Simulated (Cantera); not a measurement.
# Silicon etching in halogen gases: Si + HCl

Input: 1 mol Si, a varied amount of HCl, held at 1100 K and 46000 Pa.

These are equilibrium values from Cantera (NASA tables, ideal gas, pure condensed phases), not measurements of a reactor. Candidate condensed phases: Si; 19 gas species. The tables' values for SiCl₃ are old estimates; treat these amounts as uncertain. Rates play no part.

| n(HCl) (mol) | x HCl | x H₂ | x SiCl₄ | x SiHCl₃ | x SiCl₃ | x SiCl₂ | x SiH₂Cl₂ | n Si(s) |
|---|---|---|---|---|---|---|---|---|
| 2.5 | 0.0317 | 0.616 | 0.263 | 0.0754 | 0.00791 | 0.00332 | 0.00259 | 0.345 |
| 3.2 | 0.0317 | 0.616 | 0.263 | 0.0754 | 0.00791 | 0.00332 | 0.00259 | 0.162 |
| 4.1 | 0.0728 | 0.605 | 0.282 | 0.0346 | 0.00367 | 0.000663 | 0.000509 | 0 |
| 5.4 | 0.323 | 0.450 | 0.222 | 0.00455 | 0.000560 | 1.96e-5 | 1.12e-5 | 0 |
| 7 | 0.502 | 0.332 | 0.165 | 0.00161 | 0.000230 | 4.46e-6 | 1.88e-6 | 0 |
| 9.1 | 0.630 | 0.246 | 0.123 | 0.000706 | 0.000117 | 1.56e-6 | 4.87e-7 | 0 |
| 12 | 0.728 | 0.181 | 0.0905 | 0.000333 | 6.44e-5 | 6.38e-7 | 1.47e-7 | 0 |
| 15 | 0.786 | 0.143 | 0.0712 | 0.000191 | 4.16e-5 | 3.38e-7 | 6.11e-8 | 0 |
| 20 | 0.842 | 0.105 | 0.0525 | 9.67e-5 | 2.46e-5 | 1.60e-7 | 2.13e-8 | 0 |
| 26 | 0.880 | 0.0799 | 0.0399 | 5.35e-5 | 1.56e-5 | 8.47e-8 | 8.59e-9 | 0 |
x: gas mole fraction; n: condensed amount in mol.

From 2.5 mol HCl to 3.2 mol HCl the condensed part is Si(s). From 4.1 mol HCl to 26 mol HCl nothing is condensed. The main Si-bearing gas is SiCl₄ throughout.
